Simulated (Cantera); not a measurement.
An isothermal, constant-pressure homogeneous reactor starts with CH₄ : CO₂ = 1 : 0.79 (molar parts), at 2123 K and 1.01 bar. Integrator tolerance rtol = 1e-08.

Detailed kinetics in Cantera: GRI-Mech 3.0 (53 species, 325 reactions).

Problem. What does this change do: temperature 2123 to 1850 K?

Solution. 
```tsv
quantity	before	after
x(CH₄) at 1.00 s	0.000504 (gas-phase equilibrium 0.000504)	0.00344 (gas-phase equilibrium 0.00260)
x(CO₂) at 1.00 s	4.97e-7 (gas-phase equilibrium 4.99e-7)	0.00109 (gas-phase equilibrium 7.69e-7)
x(CH₂CO) at 1.00 s	2.69e-7 (gas-phase equilibrium 2.69e-7)	1.07e-6 (gas-phase equilibrium 3.99e-7)
x(H) at 1.00 s	0.00261 (gas-phase equilibrium 0.00261)	0.000390 (gas-phase equilibrium 0.000391)
x(O₂) at 1.00 s	<1e-12 (gas-phase equilibrium <1e-12)	<1e-12 (gas-phase equilibrium <1e-12)
x(CH₃) at 1.00 s	4.81e-5 (gas-phase equilibrium 4.82e-5)	5.16e-5 (gas-phase equilibrium 3.87e-5)
x(O) at 1.00 s	6.38e-12 (gas-phase equilibrium 6.39e-12)	1.07e-10 (gas-phase equilibrium <1e-12)
```
